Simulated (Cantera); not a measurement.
Input (Python, Cantera):

```python
import numpy as np
import cantera as ct

gas = ct.Solution("gri30.yaml")
gas.TPX = 1450, 101325, {'CH4': 1, 'N2': 16}
reactor = ct.IdealGasConstPressureReactor(gas, energy="off", clone=False)
net = ct.ReactorNet([reactor])
net.rtol, net.atol = 1e-08, 1e-18
show = ['CH4', 'H', 'C2H', 'CH2', 'H2']
times = np.geomspace(2e-05, 2, 14)

steps = ct.SolutionArray(gas, extra=["t"])
rows = []
print(f"{'t/s':>10s}{'T/K':>9s}{'P/Pa':>11s}" + "".join(f"{s:>11s}" for s in show))
for t in times:
    while net.time < t:
        t_next = net.step()
        steps.append(gas.state, t=t_next)
    rows.append([np.interp(t, steps.t, y) for y in (steps.T, steps.P, *steps(*show).X.T)])
    print(f"{t:10.3e}{rows[-1][0]:9.1f}{rows[-1][1]:11.4g}" + "".join(f"{x:11.3e}" for x in rows[-1][2:]))
rate = np.gradient(steps.T, steps.t)
print("integrator steps:", len(steps.t))
if steps.T.max() > steps.T[0] + 200:
    print(f"time of steepest temperature rise: {steps.t[rate.argmax()]:.4e} s")
gas.TPX = 1450, 101325, {'CH4': 1, 'N2': 16}
gas.equilibrate("TP")
print(f"equilibrium (TP): T = {gas.T:.1f} K  " + "  ".join(f"{s} {gas[s].X[0]:.3e}" for s in show))
```

Output:

```
       t/s      T/K       P/Pa        CH4          H        C2H        CH2         H2
 2.000e-05   1450.0  1.013e+05  5.882e-02  5.933e-09  7.426e-26  5.870e-14  1.131e-07
 4.849e-05   1450.0  1.013e+05  5.882e-02  5.935e-09  8.785e-24  2.776e-13  2.826e-07
 1.176e-04   1450.0  1.013e+05  5.882e-02  5.944e-09  8.733e-22  1.428e-12  6.939e-07
 2.850e-04   1450.0  1.013e+05  5.882e-02  6.002e-09  8.035e-20  7.697e-12  1.696e-06
 6.910e-04   1450.0  1.013e+05  5.882e-02  6.306e-09  7.169e-18  3.901e-11  4.189e-06
 1.675e-03   1450.0  1.013e+05  5.880e-02  7.328e-09  4.972e-16  1.373e-10  1.085e-05
 4.062e-03   1450.0  1.013e+05  5.877e-02  9.115e-09  1.028e-14  2.750e-10  2.991e-05
 9.848e-03   1450.0  1.013e+05  5.868e-02  1.353e-08  8.857e-14  5.234e-10  8.821e-05
 2.388e-02   1450.0  1.013e+05  5.840e-02  2.807e-08  8.345e-13  1.029e-09  2.989e-04
 5.789e-02   1450.0  1.013e+05  5.754e-02  7.771e-08  8.379e-12  1.641e-09  1.148e-03
 1.403e-01   1450.0  1.013e+05  5.529e-02  2.016e-07  5.270e-11  1.572e-09  3.979e-03
 3.403e-01   1450.0  1.013e+05  5.097e-02  4.086e-07  1.597e-10  1.106e-09  1.029e-02
 8.249e-01   1450.0  1.013e+05  4.377e-02  7.060e-07  3.074e-10  7.448e-10  2.081e-02
 2.000e+00   1450.0  1.013e+05  3.312e-02  1.114e-06  4.963e-10  4.819e-10  3.602e-02
integrator steps: 1084
equilibrium (TP): T = 1450.0 K  CH4 2.846e-03  H 2.660e-06  C2H 3.356e-10  CH2 5.030e-11  H2 7.904e-02
```

Cantera simulation using GRI-Mech 3.0 (53 species, 325 reactions); the numbers are that mechanism's predictions, not measurements. GRI-Mech 3.0 stops at C3 and has no aromatics, soot or wall deposition, so with more carbon than oxygen in the feed, carbon stays in small species such as C2H2 where larger ones or solid carbon would form.
